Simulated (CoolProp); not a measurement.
Ethylene along the isobar 6400 kPa: Z from the reference equation and from simpler models built on Tc = 9.2 °C, pc = 5042 kPa, ω = 0.087; each cubic takes its own stable root.

Values from CoolProp's reference Helmholtz-energy equation of state, Smukala 2000.

| T (°C) | phase | reference |
|---|---|---|
| -157.85 | liquid | 0.2910 |
| -140.65 | liquid | 0.2620 |
| -123.45 | liquid | 0.2405 |
| -106.15 | liquid | 0.2241 |
| -88.95 | liquid | 0.2119 |
| -71.75 | liquid | 0.2030 |
| -54.55 | liquid | 0.1971 |
| -37.35 | liquid | 0.1945 |
| -20.05 | liquid | 0.1962 |
| -2.85 | liquid | 0.2057 |
| 14.35 | supercritical | 0.2471 |
| 31.55 | supercritical | 0.5273 |

### Question
How far does each simpler model (van der Waals, Soave-Redlich-Kwong, Peng-Robinson) lie from the reference over these 12 states: mean and median of the absolute difference, and the worst?

### Answer
- van der Waals: mean 44.5 %, median 48.6 %, worst +53.7 % at -157.85 °C and 6400 kPa
- Soave-Redlich-Kwong: mean 6.3 %, median 4.2 %, worst +18.7 % at 14.35 °C and 6400 kPa
- Peng-Robinson: mean 6.3 %, median 7.4 %, worst +8.3 % at 14.35 °C and 6400 kPa
